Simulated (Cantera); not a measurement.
A closed system holds: 1 mol Si₂Cl₆, 1.6 mol HCl, 140 mol H₂, held at 602 °C and 1.30 bar.

Method: chemical equilibrium by Gibbs-energy minimisation in Cantera with the NASA 1993 tables (ideal gas, pure condensed phases). Candidate condensed phases: Si; 19 gas species. The feed counts by its element totals alone. The tables' values for SiCl₃ are old estimates; treat these amounts as uncertain. Rates play no part.

Base state: H₂ 0.983, SiCl₄ 0.00827, SiHCl₃ 0.00541, HCl 0.00329, SiH₂Cl₂ 0.000324, SiCl₃ 1.32e-5 (mole fractions); condensed: gas only.

**Question.** What changes in the equilibrium state with this change: H₂ from 140 to 3.7 mol?

**Answer.** 
```tsv
species	before	after
H₂	0.983	0.677
SiCl₄	0.00827	0.250
SiHCl₃	0.00541	0.0657
SiCl₃	1.32e-5	0.000193
SiH₂Cl₂	0.000324	0.00158
```

**Question.** What changes in the equilibrium state with this change: pressure from 1.30 bar to 0.00133 bar?

**Answer.** 
```
species       before     after
----------  --------  --------
H₂             0.983     0.978
HCl          0.00329    0.0102
SiCl₄        0.00827   0.00911
SiHCl₃       0.00541   0.00191
SiCl₂        1.22e-6  0.000136
SiCl₃        1.32e-5  0.000146
SiH₂Cl₂     0.000324   3.67e-5
Si(s), mol         0     0.379
```
